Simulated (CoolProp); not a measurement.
Saturation properties of CHF3 (R23).

Computed with CoolProp (reference Helmholtz-energy equation of state, Penoncello 2003).

| T (K) | p (MPa) | liquid density (kg/m³) | enthalpy of vaporisation (kJ/kg) | liquid cp (kJ/(kg K)) | liquid conductivity (mW/(m K)) |
|---|---|---|---|---|---|
| 171.4 | 0.02775 | 1519 | (withheld) | 1.211 | 155 |
| 178 | 0.04442 | 1495 | 249.7 | 1.218 | 148 |
| 184.5 | 0.06796 | 1471 | 244.7 | 1.227 | 141 |
| 191 | 0.1006 | (withheld) | 239.5 | (withheld) | 135 |
| 197.6 | 0.1452 | 1421 | 234.0 | 1.250 | 129 |
| 204.1 | 0.2031 | 1395 | 228.3 | 1.264 | (withheld) |
| 210.7 | 0.2788 | 1368 | 222.3 | 1.282 | 119 |
| 217.2 | 0.3730 | 1341 | 216.0 | 1.303 | 115 |
| 223.8 | 0.4917 | 1312 | 209.3 | 1.327 | 110 |

Problem. Complete the blanks.

Solution. 
- 171.4, enthalpy of vaporisation (kJ/kg): 254.7
- 191, liquid density (kg/m³): 1446
- 191, liquid cp (kJ/(kg K)): 1.237
- 204.1, liquid conductivity (mW/(m K)): 124

It boils at 191.1 K under 1 atm.

Thermal conductivity comes from a separate model (Shan 2000).
